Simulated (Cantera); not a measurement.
# Diamond growth

A diamond (100) surface in a fixed gas of H2 with x(CH4) = 0.0022, x(H) = 0.00029, x(CH3) = 4.2e-05, 13000 Pa; coverages are run to steady state.

Detailed kinetics in Cantera: the Harris–Goodwin 1993 mechanism for the reconstructed diamond (100) surface.

```json
[
 {"T (K)": "900", "growth (µm/h)": "1.41", "θ c6HH": "0.609", "θ c6H*": "0.00906", "θ c6*H": "0.254", "θ c6**": "0.00334", "θ c6HM": "0.101"},
 {"T (K)": "950", "growth (µm/h)": "1.78", "θ c6HH": "0.586", "θ c6H*": "0.0125", "θ c6*H": "0.297", "θ c6**": "0.00493", "θ c6HM": "0.0767"},
 {"T (K)": "1000", "growth (µm/h)": "1.93", "θ c6HH": "0.567", "θ c6H*": "0.0165", "θ c6*H": "0.338", "θ c6**": "0.00679", "θ c6HM": "0.0526"},
 {"T (K)": "1050", "growth (µm/h)": "1.63", "θ c6HH": "0.552", "θ c6H*": "0.0210", "θ c6*H": "0.376", "θ c6**": "0.00876", "θ c6HM": "0.0291"},
 {"T (K)": "1100", "growth (µm/h)": "1.05", "θ c6HH": "0.538", "θ c6H*": "0.0256", "θ c6*H": "0.406", "θ c6**": "0.0106", "θ c6HM": "0.0122"},
 {"T (K)": "1150", "growth (µm/h)": "0.601", "θ c6HH": "0.526", "θ c6H*": "0.0300", "θ c6*H": "0.425", "θ c6**": "0.0119", "θ c6HM": "0.00427"},
 {"T (K)": "1200", "growth (µm/h)": "0.375", "θ c6HH": "0.517", "θ c6H*": "0.0338", "θ c6*H": "0.433", "θ c6**": "0.0127", "θ c6HM": "0.00140"},
 {"T (K)": "1250", "growth (µm/h)": "0.278", "θ c6HH": "0.515", "θ c6H*": "0.0372", "θ c6*H": "0.433", "θ c6**": "0.0130", "θ c6HM": "0.000465"},
 {"T (K)": "1300", "growth (µm/h)": "0.223", "θ c6HH": "0.519", "θ c6H*": "0.0400", "θ c6*H": "0.427", "θ c6**": "0.0129", "θ c6HM": "0.000158"},
 {"T (K)": "1350", "growth (µm/h)": "0.161", "θ c6HH": "0.529", "θ c6H*": "0.0422", "θ c6*H": "0.416", "θ c6**": "0.0125", "θ c6HM": "5.53e-5"},
 {"T (K)": "1400", "growth (µm/h)": "0.0923", "θ c6HH": "0.543", "θ c6H*": "0.0438", "θ c6*H": "0.401", "θ c6**": "0.0119", "θ c6HM": "2.03e-5"}
]
```
θ: site fractions in the mechanism's names (c6HH fully hydrogenated, c6H* and c6*H radical sites, c6** diradical, c6HM methylated).
